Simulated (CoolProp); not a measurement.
A Linde-Hampson liquefier for normal hydrogen: isothermal reversible compression at 280 K from 1 atm to 40 MPa, throttling to 1 atm, return gas leaving the recuperator 2 K below the feed. Each further row changes one setting.

Model: reference Helmholtz-energy equation of state, Leachman 2009, in CoolProp.

| case | compression work (kJ/kg of gas) |
|---|---|
| as stated | 7200 |
| high pressure 80 MPa | 8320 |
| warm-end temperature 310 K | 7950 |
| warm-end gap 7 K | 7200 |
